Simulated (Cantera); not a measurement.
# Fe + HCl + N₂ (chemical vapour transport)

Feed: 1 mol Fe, 0.88 mol HCl, 0.45 mol N₂, at 1298.15 K and 0.0390 bar.

Equilibrium computed with Cantera from the NASA thermochemical tables; the gas is ideal and each condensed phase is pure. Candidate condensed phases: Fe, FeCl₂, FeCl₃, NH₄Cl; 18 gas species. Equilibrium is a limit: real reactors are often held back by kinetics, nucleation or transport.

The x(N₂) is 0.338. The x(HCl) is 0.276 and the x(H₂) is 0.193. The x(FeCl₂) is 0.192 and the x(Fe₂Cl₄) is 0.000327. The x(FeCl₃) is 2.36e-5. The x(Cl) comes out as 2.88e-6, the x(H) is 2.39e-6 and the n(Fe(γ)) comes out as 0.743 mol. The gas amount comes out as 1.330 mol. The log10 activity of FeCl₂(l) (absent) is -2.06.
